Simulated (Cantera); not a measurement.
Cantera run, input and output.

```python
import numpy as np
import cantera as ct

gas = ct.Solution("gri30.yaml")
gas.TPX = 1350, 610000, {'CO': 0.039, 'O2': 0.075, 'H2O': 0.034, 'N2': 1}
reactor = ct.IdealGasConstPressureReactor(gas, energy="off", clone=False)
net = ct.ReactorNet([reactor])
net.rtol, net.atol = 1e-08, 1e-18
show = ['CO', 'O2', 'H2O', 'OH', 'H', 'H2', 'O']
times = np.geomspace(0.0003, 2, 9)

steps = ct.SolutionArray(gas, extra=["t"])
rows = []
print(f"{'t/s':>10s}{'T/K':>9s}{'P/Pa':>11s}" + "".join(f"{s:>11s}" for s in show))
for t in times:
    while net.time < t:
        t_next = net.step()
        steps.append(gas.state, t=t_next)
    rows.append([np.interp(t, steps.t, y) for y in (steps.T, steps.P, *steps(*show).X.T)])
    print(f"{t:10.3e}{rows[-1][0]:9.1f}{rows[-1][1]:11.4g}" + "".join(f"{x:11.3e}" for x in rows[-1][2:]))
rate = np.gradient(steps.T, steps.t)
print("integrator steps:", len(steps.t))
if steps.T.max() > steps.T[0] + 200:
    print(f"time of steepest temperature rise: {steps.t[rate.argmax()]:.4e} s")
gas.TPX = 1350, 610000, {'CO': 0.039, 'O2': 0.075, 'H2O': 0.034, 'N2': 1}
gas.equilibrate("TP")
print(f"equilibrium (TP): T = {gas.T:.1f} K  " + "  ".join(f"{s} {gas[s].X[0]:.3e}" for s in show))
```

It prints:

```
       t/s      T/K       P/Pa         CO         O2        H2O         OH          H         H2          O
 3.000e-04   1350.0    6.1e+05  1.916e-02  5.820e-02  2.958e-02  1.482e-04  3.089e-05  1.458e-04  1.822e-04
 9.018e-04   1350.0    6.1e+05  5.803e-03  5.190e-02  2.994e-02  8.596e-05  6.138e-06  4.622e-05  5.010e-05
 2.711e-03   1350.0    6.1e+05  9.030e-04  4.959e-02  3.008e-02  4.218e-05  5.045e-07  6.848e-06  7.272e-06
 8.149e-03   1350.0    6.1e+05  7.342e-05  4.921e-02  3.012e-02  1.778e-05  1.936e-08  5.898e-07  7.532e-07
 2.449e-02   1350.0    6.1e+05  3.593e-06  4.918e-02  3.012e-02  7.265e-06  6.331e-10  4.576e-08  1.037e-07
 7.363e-02   1350.0    6.1e+05  6.389e-08  4.918e-02  3.013e-02  4.748e-06  1.186e-10  1.227e-08  4.315e-08
 2.213e-01   1350.0    6.1e+05  2.556e-08  4.918e-02  3.013e-02  4.483e-06  1.039e-10  1.133e-08  3.837e-08
 6.653e-01   1350.0    6.1e+05  2.547e-08  4.918e-02  3.013e-02  4.469e-06  1.033e-10  1.130e-08  3.813e-08
 2.000e+00   1350.0    6.1e+05  2.547e-08  4.918e-02  3.013e-02  4.469e-06  1.033e-10  1.130e-08  3.813e-08
integrator steps: 1381
equilibrium (TP): T = 1350.0 K  CO 2.551e-08  O2 4.904e-02  H2O 3.013e-02  OH 4.466e-06  H 1.033e-10  H2 1.132e-08  O 3.808e-08
```

Computed with Cantera and GRI-Mech 3.0 (53 species, 325 reactions). The temperature is held fixed by assumption; the heat of reaction is taken as removed at once.
